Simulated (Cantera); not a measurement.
Input: 1 mol AlCl3, 25 mol H2O, 8 mol H2, equilibrated at 527 °C and 7.60 mbar.

Cantera equilibrium calculation (NASA polynomials, part measured and part estimated; ideal gas, pure solids and liquids). Candidate condensed phases: Al, AlCl3, Al2O3, H2O; 29 gas species. Condensed phases not in the tables: AlOCl. The numbers say what is thermodynamically allowed, not how fast it happens.

Base state: H2O 0.681, H2 0.232, HCl 0.0870 (mole fractions); condensed: Al2O3(s).

### Question
What changes in the equilibrium state with this change: AlCl3 replaced by Al?

### Answer
```tsv
species	before	after
H2O	0.681	0.712
H2	0.232	0.288
HCl	0.0870	0
Al2O3(s), mol	0.500	0.500
```

### Question
What changes in the equilibrium state with this change: temperature from 527 °C to 1900 °C?

### Answer
```tsv
species	before	after
H2O	0.681	0.652
H2	0.232	0.225
HCl	0.0870	0.0782
H	<1e-9	0.0262
OH	<1e-9	0.0102
AlO2H	<1e-9	2.60e-5
Cl	<1e-9	0.00667
O2	<1e-9	0.00103
O	<1e-9	0.000835
Al2O3(s), mol	0.500	0.499
```
